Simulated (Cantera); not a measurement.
An adiabatic, constant-pressure homogeneous reactor starts with C3H8 : O2 : N2 = 1 : 13.9 : 52.2 (molar parts), equivalence ratio 0.36, at 1723 K and 330000 Pa. Integrator tolerance rtol = 1e-08.

Model: GRI-Mech 3.0 (53 species, 325 reactions), integrated in Cantera. GRI-Mech 3.0 was tuned for natural gas; its chemistry of propane as a main component is partial and can be far from experiment.

```json
[
 {"quantity": "time of steepest temperature rise", "before": "6.97 µs", "after": "10.8 µs"},
 {"quantity": "temperature at 2.00 s", "before": "2425 K", "after": "2415 K"},
 {"quantity": "equilibrium temperature", "before": "2425 K", "after": "2415 K"},
 {"quantity": "x(C3H8) at 2.00 s", "before": "<1e-12 (gas-phase equilibrium <1e-12)", "after": "<1e-12 (gas-phase equilibrium <1e-12)"},
 {"quantity": "x(O2) at 2.00 s", "before": "0.121 (gas-phase equilibrium 0.121)", "after": "0.121 (gas-phase equilibrium 0.121)"},
 {"quantity": "x(H2O) at 2.00 s", "before": "0.0553 (gas-phase equilibrium 0.0553)", "after": "0.0548 (gas-phase equilibrium 0.0548)"},
 {"quantity": "x(HO2) at 2.00 s", "before": "7.77e-6 (gas-phase equilibrium 7.77e-6)", "after": "6.46e-6 (gas-phase equilibrium 6.46e-6)"},
 {"quantity": "x(O) at 2.00 s", "before": "0.00191 (gas-phase equilibrium 0.00191)", "after": "0.00245 (gas-phase equilibrium 0.00245)"}
]
```

Task: Name the change that produced these shifts.
A. C3H8 1 to 0.49 parts
B. pressure from 330000 Pa to 180000 Pa
C. pressure from 330000 Pa to 101000 Pa
D. initial temperature 1723 to 1123 K

Result: B, pressure from 330000 Pa to 180000 Pa
